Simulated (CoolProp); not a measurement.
CH2F2 (R32) at 298.15 K and 0.729 MPa is throttled through a valve to 0.367 MPa with no heat exchange. Each further row changes one setting.

Computed with CoolProp (reference Helmholtz-energy equation of state, Tillner-Roth 1997).

| case | temperature change (K) | final density (kg/m³) |
|---|---|---|
| as stated | ___ | ___ |
| outlet pressure 0.11 MPa | ___ | ___ |
| outlet pressure 0.477 MPa | -6.5 | ___ |

Q: Some entries are withheld; supply them.

A: 
- as stated, temperature change (K): -9.5
- as stated, final density (kg/m³): 8.39
- outlet pressure 0.11 MPa, temperature change (K): -17.1
- outlet pressure 0.11 MPa, final density (kg/m³): 2.49
- outlet pressure 0.477 MPa, final density (kg/m³): 11.0
